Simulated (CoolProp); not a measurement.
A closed Brayton cycle with carbon dioxide: compressor inlet 305.15 K and 10 MPa, high pressure 29.1 MPa, turbine inlet 740 K, compressor efficiency 0.85, turbine efficiency 0.9, recuperator effectiveness 0.8 (on enthalpy, no pinch check). Each further row changes one setting.

Values from CoolProp's reference Helmholtz-energy equation of state, Span 1996.

```
case                           thermal efficiency (%)  net work (kJ/kg)  compressor to turbine work  compressor exit (K)  turbine exit (K)
-----------------------------  ----------------------  ----------------  --------------------------  -------------------  ----------------
as stated                                        30.4              94.7                        0.23                331.1             619.3
turbine inlet 690 K                                 ?                 ?                        0.25                331.1             573.7
compressor inlet 315.15 K                           ?              89.2                        0.27                    ?             619.3
high pressure 24.7 MPa                              ?              83.7                        0.21                326.1             637.4
recuperator effectiveness 0.5                       ?              94.7                        0.23                331.1             619.3
```

**Question.** Fill in the missing entries.

**Answer.** 
- turbine inlet 690 K, thermal efficiency (%): 29.0
- turbine inlet 690 K, net work (kJ/kg): 84.4
- compressor inlet 315.15 K, thermal efficiency (%): 29.2
- compressor inlet 315.15 K, compressor exit (K): 356.6
- high pressure 24.7 MPa, thermal efficiency (%): 28.9
- recuperator effectiveness 0.5, thermal efficiency (%): 22.2
